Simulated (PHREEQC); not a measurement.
Phosphoric acid bath

A solution holds 0.11 mol/kgw H3PO4, 0.23 mol/kgw HF and 0.001 mol/kgw H3AsO4, at 25 °C. Closed to the air; pH follows from the charge balance.

All values are PHREEQC results (ion-association model, wateq4f.dat), not measurements.

pH: 1.57
ionic strength: 0.0311 mol/kgw
activity of water: 0.994
total alkalinity: -341 meq/kg

| species | molality | activity | log γ |
|---|---|---|---|
| HF | 0.132 | 0.132 | 0.003 |
| H3PO4 | 0.0849 | 0.0855 | 0.003 |
| H2F2 | 0.0454 | 0.0457 | 0.003 |
| H+ | 0.0311 | 0.0271 | -0.059 |
| H2PO4- | 0.0251 | 0.0214 | -0.068 |
| F- | 0.00387 | 0.00326 | -0.075 |
| HF2- | 0.00196 | 0.00165 | -0.075 |
| H3AsO4 | 0.000820 | 0.000826 | 0.003 |
| H2AsO4- | 0.000180 | 0.000153 | -0.072 |
| HPO4-2 | 9.32e-8 | 4.90e-8 | -0.279 |

No solid was allowed to form. wateq4f.dat counts part of the HF as a dimer, H2F2, which phreeqc.dat doesn't know; its constant is uncertain. H3PO4, which wateq4f.dat lacks, is added to it with the constant of phreeqc.dat.
